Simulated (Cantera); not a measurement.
Input: 1 mol SiF4, 0.46 mol N2, held at 0.0730 bar.

Method: chemical equilibrium by Gibbs-energy minimisation in Cantera with the NASA 1993 tables (ideal gas, pure condensed phases). Candidate condensed phases: Si, Si3N4; 16 gas species. Kinetics and transport are ignored. All values below are at 1598 K.

Base state: SiF4 0.685, N2 0.315 (mole fractions); condensed: gas only.

### Question
What changes in the equilibrium state with this change: SiF4 replaced by trisilylamine?

### Answer
```tsv
species	before	after
H2	0	0.996
N2	0.315	0.00396
H	0	0.000197
SiF4	0.685	0
Si(s), mol	0	1.59
Si3N4(s), mol	0	0.471
```
The feed counts by its element totals alone. Mutual solubility and eutectic melting of coexisting phases are not modelled.
